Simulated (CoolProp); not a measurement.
Vapour-liquid equilibrium of dimethyl ether (1) + n-hexane (2) at 287.6 K; x and y are mole fractions of (1).

Model: multi-fluid Helmholtz-energy mixture model, Wu 2011 and Thol 2019; pair parameters Bell 2016, in CoolProp.

**Question.** Give the bubble pressure and the first vapour's composition at x = 0.05, 0.15, 0.25. Is there an azeotrope?

**Answer.** x = 0.05: 0.04160 MPa, y = 0.709; x = 0.15: 0.09772 MPa, y = 0.885; x = 0.25: 0.1488 MPa, y = 0.930. No azeotrope shows between x = 0.05 and 0.95.

Pair parameters are fitted to limited data, so mixtures are less certain than the pure fluids.
